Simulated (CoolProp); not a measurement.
Vapour pressure (kPa) of R245ca: the reference equation beside estimates from Tc = 447.6 K, pc = 3941 kPa, ω = 0.355. Clausius-Clapeyron is anchored at 322.9 K with a constant enthalpy of vaporisation of 25.44 kJ/mol.

Model: reference Helmholtz-energy equation of state, Zhou 2016, in CoolProp.

| T (K) | reference | Lee-Kesler | Clausius-Clapeyron | van der Waals | Redlich-Kwong | Soave-Redlich-Kwong | Peng-Robinson |
|---|---|---|---|---|---|---|---|
| 258.2 | 15.78 | 15.69 | 22.28 | 271.9 | [?] | 15.90 | [?] |
| 279.7 | 46.33 | 46.00 | 55.40 | 431.3 | 122.2 | [?] | 47.13 |
| 301.3 | 113.1 | 112.8 | 121.3 | 645.3 | 245.6 | 112.8 | 113.4 |
| 322.9 | 239.3 | 239.8 | 239.3 | 919.8 | 442.3 | 239.6 | 238.5 |
| 344.4 | 452.2 | 454.5 | 432.4 | 1259 | [?] | 455.4 | 450.6 |
| 366 | 787.0 | 791.7 | [?] | 1671 | 1131 | 797.1 | 786.5 |
| 387.5 | 1278 | 1285 | 1161 | 2156 | 1657 | 1300 | 1283 |
| 409.1 | 1976 | [?] | 1762 | 2723 | 2332 | 2013 | 1991 |

### Question
Some entries are withheld; supply them.

### Answer

- 258.2, Redlich-Kwong: 52.77
- 258.2, Peng-Robinson: 16.54
- 279.7, Soave-Redlich-Kwong: 46.24
- 344.4, Redlich-Kwong: 730.1
- 366, Clausius-Clapeyron: 730.3
- 409.1, Lee-Kesler: 1984

Absolute difference from the reference over all 8 rows, mean and median: Lee-Kesler 0.5 and 0.5 %, Clausius-Clapeyron 12.4 and 8.2 %, van der Waals 450.8 and 231.4 %, Redlich-Kwong 94.1 and 73.1 %, Soave-Redlich-Kwong 0.9 and 0.7 %, Peng-Robinson 1.1 and 0.4 %.
